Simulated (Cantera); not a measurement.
Mixture: CH₄ : O₂ : N₂ = 1 : 4.55 : 17.1 (molar parts), equivalence ratio 0.44, at 1650 Torr, adiabatic and at constant volume. Ignition delay is the time to a rise of 400 K.

Detailed kinetics in Cantera: GRI-Mech 3.0 (53 species, 325 reactions).

Problem. Predict: delay at 1025 K; delay at 1175 K; delay at 1325 K; delay at 1475 K; delay at 1625 K; apparent activation energy between 1550 and 1700 K.

Solution. 
| Property | Result |
|---|---|
| delay at 1025 K | 0.204 s |
| delay at 1175 K | 20.4 ms |
| delay at 1325 K | 2.92 ms |
| delay at 1475 K | 0.583 ms |
| delay at 1625 K | 0.162 ms |
| apparent activation energy between 1550 and 1700 K | 170 kJ/mol |
